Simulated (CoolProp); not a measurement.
Vapour-liquid equilibrium of R1234ze(E) (1) + n-pentane (2) at 0.289 bar; x and y are mole fractions of (1).

The numbers come from the multi-fluid Helmholtz-energy mixture model, Thol 2016 and Thol 2019; pair parameters Bell 2016 in CoolProp.

Problem. Give the bubble temperature and the first vapour's composition at x = 0.05, 0.2, 0.35. Is there an azeotrope?

Solution. x = 0.05: 258.0 K, y = 0.610; x = 0.2: 238.5 K, y = 0.887; x = 0.35: 233.3 K, y = 0.927. No azeotrope shows between x = 0.05 and 0.95.

The pair parameters rest on a limited set of measurements; away from them the model extrapolates. With so large a gap from Raoult's law the liquid may split in two, which this calculation doesn't test in full.
